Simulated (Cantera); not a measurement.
Charge: 1 mol Si, 0.011 mol H₂O, 9 mol N₂, equilibrated at 37.0 Pa.

Cantera equilibrium calculation (NASA polynomials, part measured and part estimated; ideal gas, pure solids and liquids). Candidate condensed phases: H₂O, Si, SiO₂, Si₂N₂O, Si₃N₄; 35 gas species. The tables' values for SiN are old estimates; treat these amounts as uncertain. Kinetics and transport are ignored.

### Question
At 1900 K, list the 6 most abundant gas species with their mole fractions, and the condensed phases.

### Answer
N₂ 0.962, Si 0.0341, SiO 0.00118, H 0.00105, H₂ 0.000645, Si₂N 0.000311. Condensed: Si(l).
